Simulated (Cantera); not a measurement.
A freely propagating, adiabatic, planar premixed flame of H2 : O2 : N2 = 1 : 0.312 : 1.17 (molar parts), unburnt at 473 K and 10.0 bar; mixture-averaged transport, grid criteria slope 0.08 and curve 0.16, no radiation.

Model: the H2/O2 subset of GRI-Mech 3.0, which has no nitrogen chemistry, integrated in Cantera. The hydrogen kinetics of GRI-Mech 3.0 are dated; newer H2 mechanisms differ, most at raised pressure. Burning velocities carry a grid error of a few per cent, more on coarse grids.

x: mole fraction of selected species; z is measured from the peak of heat release.

```
z (mm)    T (K)  u (m/s)   x H2      x O2     x OH      x H     x HO2       x O
--------  -----  -------  -----  --------  -------  -------  --------  --------
-0.0649     473     5.55  0.403     0.126    <1e-8    <1e-8     <1e-8     <1e-8
-0.0433     473     5.55  0.403     0.126    <1e-8    <1e-8     <1e-8     <1e-8
-0.0325     473     5.55  0.402     0.126    <1e-8    <1e-8         …     <1e-8
-0.0216     476     5.57  0.401     0.126    <1e-8    <1e-8   4.09e-6   1.03e-7
-0.0108     567     6.45  0.379     0.128  4.51e-5  2.73e-5  0.000689   1.03e-5
-0.00541    914     10.0  0.334     0.118  0.00106  0.00241   0.00136  0.000243
0          1367     14.6  0.269    0.0870  0.00229   0.0140  0.000641   0.00146
0.00541    1688     17.8  0.210    0.0473  0.00432   0.0285  0.000301   0.00249
0.0108        …     19.6      …         …        …   0.0360         …         …
0.0216     2031     21.2  0.156   0.00455  0.00685   0.0356   2.53e-5   0.00139
0.0433     2152     22.3  0.156  0.000806  0.00604   0.0263   4.95e-6  0.000734
0.0866     2243     23.1  0.160  0.000275  0.00436   0.0168   1.81e-6  0.000318
0.173      2304     23.7  0.163   9.82e-5  0.00276  0.00979   5.97e-7  0.000113
```

### Question
Some entries are withheld; supply them.

### Answer

- -0.0325, x HO2: 1.87e-7
- 0.0108, T (K): 1868
- 0.0108, x H2: 0.175
- 0.0108, x O2: 0.0217
- 0.0108, x OH: 0.00589
- 0.0108, x HO2: 0.000129
- 0.0108, x O: 0.00226
